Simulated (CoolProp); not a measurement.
Vapour-liquid equilibrium of dimethyl ether (1) + ethanol (2) at 340.8 K; x and y are mole fractions of (1).

The numbers come from the multi-fluid Helmholtz-energy mixture model, Wu 2011 and Schroeder 2014; pair parameters Bell 2016 in CoolProp.

### Question
Give the bubble pressure and the first vapour's composition at x = 0.05, 0.5, 0.8. Is there an azeotrope?

### Answer
x = 0.05: 0.1855 MPa, y = 0.654; x = 0.5: 0.9974 MPa, y = 0.951; x = 0.8: 1.385 MPa, y = 0.978. No azeotrope shows between x = 0.05 and 0.95.

The pair parameters rest on a limited set of measurements; away from them the model extrapolates. The gap from Raoult's law changes sign with composition, which may be real or a fault of the pair parameters; it wasn't checked against measurements.
